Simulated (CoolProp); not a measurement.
Vapour-liquid equilibrium of R125 (1) + R236EA (2) at 0.308 MPa; x and y are mole fractions of (1).

The numbers come from the multi-fluid Helmholtz-energy mixture model, Lemmon 2005 and Rui 2013; pair parameters Bell 2016 in CoolProp.

| x | bubble temperature, mixture model (K) | bubble temperature, Raoult's law (K) | y, mixture model | y, Raoult's law |
|---|---|---|---|---|
| 0.05 | 303.4 | 302.9 | 0.223 | 0.253 |
| 0.2 | 287.2 | 286.5 | 0.614 | 0.650 |
| 0.35 | 275.9 | 275.4 | 0.792 | 0.818 |
| 0.5 | 267.7 | 267.3 | 0.883 | 0.902 |
| 0.65 | 261.4 | 261.1 | 0.936 | 0.949 |
| 0.8 | 256.4 | 256.1 | 0.970 | 0.977 |
| 0.95 | 252.1 | 252.0 | 0.994 | 0.995 |

The largest gap from Raoult's law is +0.7 K in bubble temperature, at x = 0.2. No azeotrope shows between x = 0.05 and 0.95.

The pair parameters rest on a limited set of measurements; away from them the model extrapolates.
